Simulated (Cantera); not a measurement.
A perfectly stirred reactor is fed with NO : N2 = 1 : 0.8 (molar parts), at 338 Torr; it is held at 1775 K, and followed from long to short residence time.

Computed with Cantera and GRI-Mech 3.0 (53 species, 325 reactions).

### Question
What does this change do: N2 0.8 to 3.8 parts?

### Answer
```tsv
quantity	before	after
x(NO) at τ = 0.640 s	0.524	0.203
x(NO2) at τ = 0.640 s	0.000285	5.22e-5
x(N2) at τ = 0.640 s	0.460	0.794
x(O) at τ = 0.640 s	2.19e-5	1.02e-5
x(N2O) at τ = 0.640 s	0.000108	1.66e-5
x(NO) at τ = 66.0 ms	0.552	0.208
x(NO2) at τ = 66.0 ms	0.000171	3.69e-5
x(N2) at τ = 66.0 ms	0.446	0.792
x(O) at τ = 66.0 ms	1.32e-5	7.27e-6
x(N2O) at τ = 66.0 ms	0.000114	1.63e-5
```

### Question
What does this change do: pressure from 338 Torr to 975 Torr?

### Answer
```csv
quantity,before,after
x(NO) at τ = 0.640 s,0.524,0.479
x(NO2) at τ = 0.640 s,0.000285,0.000643
x(N2) at τ = 0.640 s,0.460,0.482
x(O) at τ = 0.640 s,2.19e-5,1.78e-5
x(N2O) at τ = 0.640 s,0.000108,9.48e-5
x(NO) at τ = 66.0 ms,0.552,0.546
x(NO2) at τ = 66.0 ms,0.000171,0.000356
x(N2) at τ = 66.0 ms,0.446,0.449
x(O) at τ = 66.0 ms,1.32e-5,9.01e-6
x(N2O) at τ = 66.0 ms,0.000114,0.000122
```
